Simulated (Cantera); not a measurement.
A Cantera script and what it prints.

```python
import numpy as np
import cantera as ct

gas_names = """
    CL CL2 H HCL H2 Si SiCL SiCL2 SiCL3 SiCL4 SiH SiHCL3 SiH2 SiH2CL2 SiH3 SiH3CL SiH4 Si2 Si3
""".split()
cond_names = """
    Si(cr) Si(L)
""".split()


# ... load() reads the species with a 1 bar reference pressure and builds the phases ...
atoms = {
    'Si': {'Si': 1},
    'HCl': {'H': 1, 'CL': 1},
    'H2': {'H': 2},
}
top_T = {}  # K; cautious upper limits of use, not melting points


# ... equilibrate(T, P, feed) seeds the gas with the atoms and calls Mixture.equilibrate('TP', solver="vcs", rtol=1e-11, max_steps=5000) ...
results = []
feed = {'Si': 1, 'HCl': 1.2, 'H2': 6}  # mol
T = 950  # K
P = 540000  # Pa
mix = equilibrate(T, P, feed)
results.append((T, P, feed, dict(zip(mix.species_names, mix.species_moles))))
print(gas.report(threshold=1e-06))
for i in range(1, mix.n_phases):
    print(f"{mix.phase(i).name:16s} {mix.phase_moles(i):12.5e} mol")
```

It prints:

```
       temperature   950 K
          pressure   5.4e+05 Pa
           density   0.6568 kg/m^3
  mean mol. weight   9.6071 kg/kmol
   phase of matter   gas

                          1 kg             1 kmol
                     ---------------   ---------------
          enthalpy       -7.6355e+05       -7.3355e+06  J
   internal energy       -1.5857e+06       -1.5234e+07  J
           entropy             17345        1.6664e+05  J/K
    Gibbs function       -1.7241e+07       -1.6564e+08  J
 heat capacity c_p            3518.5             33803  J/K
 heat capacity c_v            2653.1             25489  J/K

                      mass frac. Y      mole frac. X     chem. pot. / RT
                     ---------------   ---------------   ---------------
               HCL          0.012646         0.0033324           -39.854
                H2           0.19831           0.94501            -15.75
             SiCL2        0.00018512        1.7967e-05           -67.517
             SiCL3         0.0014805         0.0001058           -99.496
             SiCL4           0.36775          0.020796           -131.48
            SiHCL3           0.38129          0.027045           -107.37
           SiH2CL2          0.037527         0.0035695           -83.267
            SiH3CL        0.00081546         0.0001177           -59.163
              SiH4        5.7367e-06         1.716e-06           -35.059
     [  +10 minor]        9.6562e-11        2.5551e-10

Si(cr)            6.46332e-01 mol
```

Cantera equilibrium calculation (NASA polynomials, part measured and part estimated; ideal gas, pure solids and liquids). The tables' values for SiCl3 are old estimates; treat these amounts as uncertain.
